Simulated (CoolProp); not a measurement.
Vapour-liquid equilibrium of R143a (1) + R1234yf (2) at 0.952 MPa; x and y are mole fractions of (1).

Model: multi-fluid Helmholtz-energy mixture model, Lemmon and Jacobsen 2000 and Lemmon 2022; pair parameters Bell 2016, in CoolProp.

Question: Give the bubble temperature and the first vapour's composition at x = 0.275, 0.425, 0.95. Is there an azeotrope?

Answer: x = 0.275: 29.3 °C, y = 0.379; x = 0.425: 25.7 °C, y = 0.541; x = 0.95: 15.4 °C, y = 0.967. No azeotrope shows between x = 0.05 and 0.95.

The pair parameters rest on a limited set of measurements; away from them the model extrapolates.
